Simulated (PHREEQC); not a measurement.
Make-up at 25 °C: 57 mmol/kgw HNO3, 9.9 mmol/kgw CaCl2 and 0.27 mmol/kgw MnSO4. Closed to the air; pH follows from the charge balance.

Equilibrium calculation in PHREEQC: ion-association model, wateq4f.dat.

Each row changes one thing in this solution. This is a speciation only: nothing precipitates in the calculation.

```tsv
case	pH	Mn+2 (mol/kgw)	HSO4- (mol/kgw)	SO4-2 (mol/kgw)	CaSO4 (mol/kgw)	CaHSO4+ (mol/kgw)	SI of Gypsum (CaSO4:2H2O)	SI of Pyrochroite (Mn(OH)2)
as made	1.33	0.000260	0.000166	7.30e-5	2.23e-5	7.97e-6	-2.36	-16.52
diluted 10-fold with water	2.28	___	6.97e-6	1.82e-5	1.68e-6	5.68e-8	-3.49	-15.37
CaCl2 from 0.0099 to 0.0495 mol/kgw	1.34	___	0.000120	6.84e-5	___	2.21e-5	-1.93	-16.63
CaCl2 from 0.0099 to 0.0109 mol/kgw	1.33	0.000259	0.000164	7.28e-5	2.40e-5	___	-2.33	-16.52
CaCl2 replaced by Ca(OH)2 at the same molality	1.51	0.000268	___	8.87e-5	3.16e-5	7.30e-6	-2.21	-16.11
```

Q: What belongs in the gaps?

A: 
- diluted 10-fold with water, Mn+2 (mol/kgw): 2.68e-5
- CaCl2 from 0.0099 to 0.0495 mol/kgw, Mn+2 (mol/kgw): 0.000239
- CaCl2 from 0.0099 to 0.0495 mol/kgw, CaSO4 (mol/kgw): 5.93e-5
- CaCl2 from 0.0099 to 0.0109 mol/kgw, CaHSO4+ (mol/kgw): 8.58e-6
- CaCl2 replaced by Ca(OH)2 at the same molality, HSO4- (mol/kgw): 0.000142
